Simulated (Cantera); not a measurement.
**Ignition delay**

Mixture: CO : H2 : CH4 : O2 : N2 = 1 : 0.97 : 0.98 : 5.35 : 20.1 (molar parts), at 1.00 bar, adiabatic and at constant volume. Ignition delay is the time to a rise of 400 K.

Model: GRI-Mech 3.0 (53 species, 325 reactions), integrated in Cantera.

```json
[
 {"T0 (K)": "1275", "delay (ms)": "0.296"},
 {"T0 (K)": "1350", "delay (ms)": "0.184"},
 {"T0 (K)": "1425", "delay (ms)": "0.122"},
 {"T0 (K)": "1500", "delay (ms)": "0.0859"},
 {"T0 (K)": "1575", "delay (ms)": "0.0627"},
 {"T0 (K)": "1650", "delay (ms)": "0.0471"},
 {"T0 (K)": "1725", "delay (ms)": "0.0360"},
 {"T0 (K)": "1800", "delay (ms)": "0.0280"},
 {"T0 (K)": "1875", "delay (ms)": "0.0221"},
 {"T0 (K)": "1950", "delay (ms)": "0.0176"}
]
```

apparent activation energy between 1800 and 1950 K: 91 kJ/mol
